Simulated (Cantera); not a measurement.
An adiabatic, constant-pressure homogeneous reactor starts with 13.0 % CH₃OH, 17.7 % O₂, 66.8 % N₂, 2.47 % H₂, at 1225 K and 9000 Torr.

Cantera simulation using GRI-Mech 3.0 (53 species, 325 reactions); the numbers are that mechanism's predictions, not measurements. GRI-Mech 3.0 was tuned for natural gas; its chemistry of methanol as a main component is partial and can be far from experiment. The pressure lies above the range GRI-Mech 3.0 was tuned for (to about 10 atm).

Problem. Predict: time of steepest temperature rise; temperature at 1.00 s; equilibrium temperature; x(O₂) at 1.00 s; x(O) at 1.00 s; x(H₂O) at 1.00 s; x(H) at 1.00 s.

Solution. 
- time of steepest temperature rise = 0.659 ms
- temperature at 1.00 s = 2773 K
- equilibrium temperature = 2773 K
- x(O₂) at 1.00 s = 0.00341 (gas-phase equilibrium 0.00341)
- x(O) at 1.00 s = 0.000828 (gas-phase equilibrium 0.000828)
- x(H₂O) at 1.00 s = 0.231 (gas-phase equilibrium 0.231)
- x(H) at 1.00 s = 0.00325 (gas-phase equilibrium 0.00325)
